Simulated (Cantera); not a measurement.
Stirred combustor or abatement burner

A perfectly stirred reactor is fed with 14.3 % H₂, 15.5 % O₂, 58.3 % N₂, 11.8 % H₂O, at 23000 Pa; it is adiabatic with a 675 K inlet, and is followed from long to short residence time, starting on the burning branch (τ in s: 0.028, 0.013, 0.0056, 0.0025, 0.0011, 0.00051, 0.00023, 0.0001, 4.6e-05, 2.1e-05, 9.3e-06).

Cantera simulation using the H2/O2 subset of GRI-Mech 3.0, which has no nitrogen chemistry; the numbers are that mechanism's predictions, not measurements.

```
τ (s)    T (K)     x H₂    x O₂  x H₂O       x H    x HO₂
-------  -----  -------  ------  -----  --------  -------
0.028     1662  0.00201  0.0897  0.276  0.000674  5.12e-6
0.013     1639  0.00320  0.0897  0.273   0.00139  7.36e-6
0.0056    1600  0.00513  0.0899  0.269   0.00293  1.04e-5
0.0025    1545  0.00771  0.0905  0.264   0.00564  1.39e-5
0.0011    1468   0.0111  0.0919  0.256    0.0101  1.78e-5
0.00051   1376   0.0157  0.0945  0.247    0.0158  2.24e-5
0.00023   1256   0.0256   0.100  0.233    0.0217  2.94e-5
0.00010    675    0.143   0.155  0.118    <1e-12   <1e-12
4.6e-5     675    0.143   0.155  0.118    <1e-12   <1e-12
2.1e-5     675    0.143   0.155  0.118    <1e-12   <1e-12
9.3e-6     675    0.143   0.155  0.118    <1e-12   <1e-12
```
x: mole fraction; the columns are a selection and need not sum to one.
